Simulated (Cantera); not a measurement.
Input: 1 mol Si, a varied amount of HCl, 1.8 mol N2, at 1025 K and 90.0 Torr.

Cantera equilibrium calculation (NASA polynomials, part measured and part estimated; ideal gas, pure solids and liquids). Candidate condensed phases: NH4Cl, Si, Si3N4; 28 gas species. N2 is the only nitrogen source here; it is nearly inert below about 1500 K, so the nitride shown seldom forms there in practice. Equilibrium is a limit: real reactors are often held back by kinetics, nucleation or transport.

**Question.** Which condensed phases are stable at each of these points (n(HCl) (mol)): 2.4, 6.2, 10, 14, 18, 21, 25, 29?

**Answer.** 
| n(HCl) (mol) | condensed phases | Si condensed (%) |
|---|---|---|
| 2.4 | Si3N4(s) | 68.5 |
| 6.2 | Si3N4(s) | 12.6 |
| 10 | gas only | 0.0 |
| 14 | gas only | 0.0 |
| 18 | gas only | 0.0 |
| 21 | gas only | 0.0 |
| 25 | gas only | 0.0 |
| 29 | gas only | 0.0 |

From 2.4 mol HCl to 6.2 mol HCl the condensed part is Si3N4(s). From 10 mol HCl to 29 mol HCl nothing is condensed.
